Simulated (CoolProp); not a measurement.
Vapour-liquid equilibrium of dimethyl ether (1) + R227EA (2) at 291.1 K; x and y are mole fractions of (1).

Computed with CoolProp (multi-fluid Helmholtz-energy mixture model, Wu 2011 and Lemmon 2016; pair parameters Bell 2016).

```
x      bubble pressure, mixture model (bar)  bubble pressure, Raoult's law (bar)  y, mixture model  y, Raoult's law
-----  ------------------------------------  -----------------------------------  ----------------  ---------------
0.05                                  3.507                                3.701             0.022            0.065
0.125                                 3.311                                3.787             0.074            0.158
0.2                                   3.156                                3.873             0.150            0.247
0.275                                 3.064                                3.959             0.248            0.333
0.35                                  3.048                                4.045             0.363            0.414
0.425                                 3.107                                4.131             0.482            0.493
0.5                                   3.233                                4.217             0.595            0.568
0.575                                 3.411                                4.303             0.695            0.640
0.65                                  3.627                                4.389             0.779            0.709
0.725                                 3.866                                4.475             0.846            0.776
0.8                                   4.116                                4.561             0.901            0.840
0.875                                 4.370                                4.647             0.944            0.902
0.95                                  4.623                                4.733             0.980            0.962
```

The largest gap from Raoult's law is -24.8 % in bubble pressure, at x = 0.425. y crosses x between x = 0.275 and 0.35: the model has an azeotrope there.

The pair parameters rest on a limited set of measurements; away from them the model extrapolates.
